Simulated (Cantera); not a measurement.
Charge: 1 mol SiCl₄, 0.052 mol HCl, 82 mol N₂, equilibrated at 873.15 K and 5.20 mbar.

These are equilibrium values from Cantera (NASA tables, ideal gas, pure condensed phases), not measurements of a reactor. Candidate condensed phases: NH₄Cl, Si, Si₃N₄; 28 gas species. Kinetics and transport are ignored.

Base state: N₂ 0.987, SiCl₄ 0.0120, HCl 0.000626 (mole fractions); condensed: gas only.

Q: What changes in the equilibrium state with this change: temperature from 873.15 K to 1723 K?

A: 
| species | before | after |
|---|---|---|
| N₂ | 0.987 | 0.971 |
| Cl | 2.37e-8 | 0.0162 |
| SiCl₂ | <1e-9 | 0.00668 |
| SiCl₄ | 0.0120 | 0.00230 |
| SiCl₃ | 2.61e-8 | 0.00286 |
| Cl₂ | 1.48e-9 | 2.90e-5 |
| HCl | 0.000626 | 0.000616 |
The tables' values for SiCl₃ are old estimates; treat these amounts as uncertain.
